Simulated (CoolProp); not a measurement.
Vapour-liquid equilibrium of propane (1) + n-pentane (2) at 55.25 °C; x and y are mole fractions of (1).

Model: multi-fluid Helmholtz-energy mixture model, Lemmon 2009 and Thol 2019; pair parameters Kunz 2012, in CoolProp.

| x | bubble pressure (MPa) | y at the bubble point | dew pressure at overall composition x (MPa) | liquid density (mol/L) |
|---|---|---|---|---|
| 0.05 | 0.2718 | 0.326 | 0.1962 | 8.231 |
| 0.2 | 0.5192 | 0.675 | 0.2314 | 8.456 |
| 0.35 | 0.7614 | 0.802 | 0.2814 | 8.750 |
| 0.5 | 1.005 | 0.871 | 0.3578 | 9.092 |
| 0.65 | 1.254 | 0.918 | … | 9.447 |
| 0.8 | … | 0.954 | 0.7570 | 9.761 |
| 0.95 | 1.808 | 0.988 | … | 9.937 |

Q: What belongs in the gaps?

A: 
- 0.65, dew pressure at overall composition x (MPa): 0.4885
- 0.8, bubble pressure (MPa): 1.517
- 0.95, dew pressure at overall composition x (MPa): 1.482

No azeotrope shows between x = 0.05 and 0.95.

The pair parameters rest on a limited set of measurements; away from them the model extrapolates.
